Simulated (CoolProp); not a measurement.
Vapour-liquid equilibrium of carbon dioxide (1) + 1-butene (2) at 230.6 K; x and y are mole fractions of (1).

Model: multi-fluid Helmholtz-energy mixture model, Span 1996 and Lemmon 2005; pair parameters Bell 2016, in CoolProp.

```
x      bubble pressure, mixture model (MPa)  bubble pressure, Raoult's law (MPa)  y, mixture model  y, Raoult's law
-----  ------------------------------------  -----------------------------------  ----------------  ---------------
0.05                             (withheld)                              0.06373        (withheld)            0.717
0.125                                0.1782                               0.1308        (withheld)            0.873
0.2                                  0.2746                               0.1979             0.939            0.923
0.275                                0.3644                               0.2650        (withheld)            0.948
0.35                                 0.4441                               0.3321             0.966            0.963
0.425                                0.5127                               0.3991             0.972            0.973
0.5                              (withheld)                               0.4662             0.977            0.980
0.575                                0.6213                               0.5333             0.980            0.985
0.65                                 0.6666                               0.6004             0.983            0.989
0.725                                0.7104                               0.6675        (withheld)            0.992
0.8                                  0.7563                               0.7345             0.989            0.995
0.875                                0.8075                               0.8016             0.992            0.997
0.95                                 0.8673                               0.8687             0.997            0.999
```

**Question.** Fill in the missing entries.

**Answer.** 
- 0.05, bubble pressure, mixture model (MPa): 0.08088
- 0.05, y, mixture model: 0.771
- 0.125, y, mixture model: 0.901
- 0.275, y, mixture model: 0.956
- 0.5, bubble pressure, mixture model (MPa): 0.5710
- 0.725, y, mixture model: 0.986

The largest gap from Raoult's law is +38.8 % in bubble pressure, at x = 0.2. No azeotrope shows between x = 0.05 and 0.95.

Pair parameters are fitted to limited data, so mixtures are less certain than the pure fluids.
